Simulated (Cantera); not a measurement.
Input: 1 mol Si, 0.38 mol H₂, 2 mol Cl₂, held at 800 K and 10000 Pa.

Method: chemical equilibrium by Gibbs-energy minimisation in Cantera with the NASA 1993 tables (ideal gas, pure condensed phases). Candidate condensed phases: Si; 19 gas species. The tables' values for SiCl₃ are old estimates; treat these amounts as uncertain. Kinetics and transport are ignored.

Base state: SiCl₄ 0.712, H₂ 0.262, HCl 0.0130, SiHCl₃ 0.0129, SiCl₃ 5.53e-5, SiH₂Cl₂ 1.90e-5 (mole fractions); condensed: gas only.

Problem. What changes in the equilibrium state with this change: temperature from 800 K to 725 K?

Solution. 
```
species   before    after
-------  -------  -------
SiCl₄      0.712    0.717
H₂         0.262    0.268
HCl       0.0130  0.00770
SiHCl₃    0.0129  0.00769
SiCl₃    5.53e-5  6.12e-6
SiH₂Cl₂  1.90e-5  5.74e-6
```

Problem. What changes in the equilibrium state with this change: Cl₂ from 2 to 1.2 mol?

Solution. 
```csv
species,before,after
SiCl₄,0.712,0.565
H₂,0.262,0.355
SiHCl₃,0.0129,0.0772
HCl,0.0130,0.00234
SiH₂Cl₂,1.90e-5,0.000853
SiCl₂,4.78e-7,1.59e-5
"Si(s), mol",0,0.382
```
